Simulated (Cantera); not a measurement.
## Gas activation for diamond growth

An isothermal, constant-pressure homogeneous reactor starts with CH₄ : H₂ : H = 0.033 : 1 : 0.0038 (molar parts), at 1650 K and 1500 Pa.

Computed with Cantera and GRI-Mech 3.0 (53 species, 325 reactions). GRI-Mech 3.0 stops at C3 and has no aromatics, soot or wall deposition, so with more carbon than oxygen in the feed, carbon stays in small species such as C2H2 where larger ones or solid carbon would form. Radical loss at walls, strong at low pressure, is not modelled.

```csv
t (s),x CH₄,x H₂,x H,x C₂H₆,x C₂H
0.000200,0.0304,0.966,0.00222,5.02e-6,3.41e-12
0.000385,0.0304,0.966,0.00220,8.08e-6,1.66e-11
0.000741,0.0303,0.966,0.00217,1.01e-5,6.85e-11
0.00143,0.0303,0.966,0.00210,1.04e-5,2.44e-10
0.00275,0.0301,0.966,0.00199,9.77e-6,7.28e-10
0.00529,0.0299,0.967,0.00181,8.72e-6,1.74e-9
0.0102,0.0296,0.967,0.00155,7.22e-6,3.20e-9
0.0196,0.0292,0.968,0.00124,5.48e-6,4.53e-9
0.0378,0.0286,0.969,0.000958,3.86e-6,5.29e-9
0.0728,0.0278,0.969,0.000749,2.68e-6,5.70e-9
0.140,0.0268,0.970,0.000640,2.02e-6,6.46e-9
0.270,0.0252,0.971,0.000613,1.68e-6,8.37e-9
0.519,0.0226,0.972,0.000619,1.38e-6,1.19e-8
1.00,0.0188,0.974,0.000634,9.81e-7,1.75e-8
```
x: mole fraction; the columns are a selection and need not sum to one.

Equilibrium at this temperature and pressure: CH₄ 0.000353, H₂ 0.984, H 0.000741, C₂H₆ 7.33e-10, C₂H 5.01e-8 (gas phase only).
